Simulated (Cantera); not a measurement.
A perfectly stirred reactor is fed with CH₄ : H₂ = 1 : 4.4 (molar parts), at 14.3 Torr; it is held at 1800 K, and followed from long to short residence time.

Computed with Cantera and GRI-Mech 3.0 (53 species, 325 reactions). GRI-Mech 3.0 stops at C3 and has no aromatics, soot or wall deposition, so with more carbon than oxygen in the feed, carbon stays in small species such as C2H2 where larger ones or solid carbon would form. Radical loss at walls, strong at low pressure, is not modelled.

Task: What does this change do: CH4 1 to 5 parts?

Result: 
| quantity | before | after |
|---|---|---|
| x(CH₄) at τ = 0.330 s | 0.0441 | 0.0735 |
| x(H₂) at τ = 0.330 s | 0.894 | 0.774 |
| x(CH₃) at τ = 0.330 s | 0.00159 | 0.00251 |
| x(H) at τ = 0.330 s | 0.00160 | 0.00133 |
| x(CH₂) at τ = 0.330 s | 2.36e-6 | 3.09e-6 |
| x(CH₄) at τ = 7.80 ms | 0.169 | 0.403 |
| x(H₂) at τ = 7.80 ms | 0.822 | 0.548 |
| x(CH₃) at τ = 7.80 ms | 0.00306 | 0.00807 |
| x(H) at τ = 7.80 ms | 0.000753 | 0.000582 |
| x(CH₂) at τ = 7.80 ms | 2.11e-6 | 4.95e-6 |

Task: What does this change do: temperature 1800 to 1573 K?

Result: 
```tsv
quantity	before	after
x(CH₄) at τ = 0.330 s	0.0441	0.164
x(H₂) at τ = 0.330 s	0.894	0.827
x(CH₃) at τ = 0.330 s	0.00159	0.000603
x(H) at τ = 0.330 s	0.00160	0.000151
x(CH₂) at τ = 0.330 s	2.36e-6	8.44e-8
x(CH₄) at τ = 7.80 ms	0.169	0.185
x(H₂) at τ = 7.80 ms	0.822	0.815
x(CH₃) at τ = 7.80 ms	0.00306	0.000120
x(H) at τ = 7.80 ms	0.000753	2.61e-5
x(CH₂) at τ = 7.80 ms	2.11e-6	3.34e-9
```
